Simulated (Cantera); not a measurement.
A perfectly stirred reactor is fed with CH₄ : C₂H₆ : O₂ : N₂ : H₂O = 1 : 0.3 : 5.65 : 21.2 : 0.58 (molar parts), equivalence ratio 0.54, at 0.500 bar; it is adiabatic with a 550 K inlet, and is followed from long to short residence time, starting on the burning branch (τ in s: 0.026, 0.012, 0.0054, 0.0025, 0.0011, 0.00051, 0.00023, 0.00011, 4.8e-05, 2.2e-05, 9.9e-06).

Computed with Cantera and GRI-Mech 3.0 (53 species, 325 reactions).

x: mole fraction; the columns are a selection and need not sum to one.

```json
[
 {"τ (s)": "0.026", "T (K)": "1711", "x CH₄": "2.03e-5", "x C₂H₆": "1.57e-6", "x O₂": "0.0899", "x CO": "0.00125", "x NO₂": "[?]"},
 {"τ (s)": "0.012", "T (K)": "1697", "x CH₄": "3.38e-5", "x C₂H₆": "2.61e-6", "x O₂": "0.0901", "x CO": "0.00202", "x NO₂": "[?]"},
 {"τ (s)": "0.0054", "T (K)": "1676", "x CH₄": "5.88e-5", "x C₂H₆": "4.51e-6", "x O₂": "0.0905", "x CO": "0.00329", "x NO₂": "[?]"},
 {"τ (s)": "0.0025", "T (K)": "1646", "x CH₄": "0.000105", "x C₂H₆": "7.95e-6", "x O₂": "0.0913", "x CO": "0.00525", "x NO₂": "[?]"},
 {"τ (s)": "0.0011", "T (K)": "1599", "x CH₄": "0.000213", "x C₂H₆": "1.59e-5", "x O₂": "0.0933", "x CO": "0.00875", "x NO₂": "[?]"},
 {"τ (s)": "0.00051", "T (K)": "1535", "x CH₄": "0.000505", "x C₂H₆": "3.68e-5", "x O₂": "0.0973", "x CO": "0.0148", "x NO₂": "[?]"},
 {"τ (s)": "0.00023", "T (K)": "550", "x CH₄": "0.0348", "x C₂H₆": "0.0104", "x O₂": "0.197", "x CO": "<1e-12", "x NO₂": "<1e-12"},
 {"τ (s)": "0.00011", "T (K)": "550", "x CH₄": "0.0348", "x C₂H₆": "0.0104", "x O₂": "0.197", "x CO": "<1e-12", "x NO₂": "<1e-12"},
 {"τ (s)": "4.8e-5", "T (K)": "550", "x CH₄": "0.0348", "x C₂H₆": "0.0104", "x O₂": "0.197", "x CO": "<1e-12", "x NO₂": "<1e-12"},
 {"τ (s)": "2.2e-5", "T (K)": "550", "x CH₄": "0.0348", "x C₂H₆": "0.0104", "x O₂": "0.197", "x CO": "<1e-12", "x NO₂": "<1e-12"},
 {"τ (s)": "9.9e-6", "T (K)": "550", "x CH₄": "0.0348", "x C₂H₆": "0.0104", "x O₂": "0.197", "x CO": "<1e-12", "x NO₂": "<1e-12"}
]
```

### Question
Some entries are withheld; supply them.

### Answer

- 0.026, x NO₂: 6.66e-9
- 0.012, x NO₂: 4.63e-9
- 0.0054, x NO₂: 3.29e-9
- 0.0025, x NO₂: 2.46e-9
- 0.0011, x NO₂: 1.76e-9
- 0.00051, x NO₂: 1.16e-9
